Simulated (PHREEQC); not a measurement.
Dissolve 0.0015 mol H2SO4, 0.014 mol FeSO4 and 0.0022 mol Na2SO4 per kg of water at 81 °C. Closed to the air; pH follows from the charge balance.

Equilibrium calculation in PHREEQC: ion-association model, phreeqc.dat.

Each row changes one thing in this solution. This is a speciation only: nothing precipitates in the calculation.

| case | pH | ionic strength (mol/kgw) | SO4-2 (mol/kgw) | Fe+2 (mol/kgw) | FeSO4 (mol/kgw) | HSO4- (mol/kgw) | SI of Melanterite (FeSO4:7H2O) |
|---|---|---|---|---|---|---|---|
| as made | 3.05 | 0.0371 | 0.00919 | 0.00749 | 0.00642 | 0.00188 | -3.08 |
| temperature from 81 to 55 °C | 2.90 | 0.0409 | 0.0103 | 0.00825 | 0.00568 | 0.00147 | -2.80 |
| FeSO4 from 0.014 to 0.07 mol/kgw | 3.38 | 0.126 | 0.0313 | 0.0301 | 0.0397 | 0.00221 | -2.28 |
| 0.0075 mol/kgw KCl added | 3.04 | 0.0454 | 0.00920 | 0.00787 | 0.00601 | 0.00185 | -3.11 |
| H2SO4 replaced by (NH4)2SO4 at the same molality | 5.33 | 0.0391 | 0.0106 | 0.00716 | 0.00683 | 1.12e-5 | -3.05 |

Species that the database lacks are ignored. Away from 25 °C the constants follow the database's enthalpies or fits; those with neither stay at their 25 °C values.
